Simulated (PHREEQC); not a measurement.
**Ultrapure water in contact with air or piping**

Synthetic water in mg/L, 10 °C, pH 6.63, pe 10.7:

| constituent | mg/L |
|---|---|
| Na | 0.0262 |
| K | 5.42e-06 |
| Ca | 0.0117 |
| Mg | 0.0038 |
| Cl | 0.023 |
| S(6) as SO4 | 0.0239 |
| Alkalinity as HCO3 | 0.0557 |
| Sr | 0.00375 |

Valence states are taken as typed.

Equilibrium calculation in PHREEQC: ion-association model, phreeqc.dat.

This is a speciation only: nothing precipitates in the calculation.

**Question.** Predict the charge-balance error.

**Answer.** charge-balance error 1.4 %.

**Question.** In which forms is C present?

**Answer.** HCO3- 60 %, CO2 40 % of the C.

Complexes and solids missing from the database can't appear. Constants without temperature data keep their 25 °C values here.
